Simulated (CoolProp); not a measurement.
Propylene glycol along the isobar 1.79 MPa: fugacity coefficient from the reference equation and from simpler models built on Tc = 674.0 K, pc = 7.292 MPa, ω = 0.327; each cubic takes its own stable root.

Computed with CoolProp (reference Helmholtz-energy equation of state, Eisenbach 2021).

| T (K) | phase | reference |
|---|---|---|
| 372.3 | liquid | 0.001660 |
| 382.8 | liquid | 0.002815 |
| 393.4 | liquid | 0.004631 |
| 403.9 | liquid | 0.007346 |
| 414.5 | liquid | 0.01136 |
| 425 | liquid | 0.01703 |
| 435.6 | liquid | 0.02500 |
| 446.1 | liquid | 0.03573 |
| 456.7 | liquid | 0.05015 |
| 467.2 | liquid | 0.06880 |
| 477.8 | liquid | 0.09293 |
| 488.3 | liquid | 0.1230 |
| 498.8 | liquid | 0.1604 |
| 509.4 | liquid | 0.2064 |

Question: How far does each simpler model (van der Waals, Redlich-Kwong, Peng-Robinson) lie from the reference over these 14 states: mean and median of the absolute difference, and the worst?

Answer: 
- van der Waals: mean 3242.7 %, median 1659.0 %, worst +12791.6 % at 372.3 K and 1.79 MPa
- Redlich-Kwong: mean 728.4 %, median 542.1 %, worst +1957.2 % at 372.3 K and 1.79 MPa
- Peng-Robinson: mean 248.4 %, median 206.5 %, worst +560.8 % at 372.3 K and 1.79 MPa

At some of these states van der Waals gives the other phase, because its saturation line lies elsewhere.
